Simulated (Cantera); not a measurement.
# Ignition delay

Mixture: C2H4 : O2 : N2 : CO2 = 1 : 3 : 11.3 : 0.57 (molar parts), at 9.87 atm, adiabatic and at constant volume. Ignition delay is the time to a rise of 400 K.

Detailed kinetics in Cantera: GRI-Mech 3.0 (53 species, 325 reactions). GRI-Mech 3.0 was tuned for natural gas; its chemistry of ethylene as a main component is partial and can be far from experiment.

```tsv
T0 (K)	delay (ms)
1200	1.01
1250	0.303
1300	0.102
1350	0.0373
1400	0.0159
1450	0.00855
1500	0.00548
1550	0.00390
1600	0.00296
```

| Quantity | Result |
|---|---|
| apparent activation energy between 1500 and 1600 K | 120 kJ/mol |
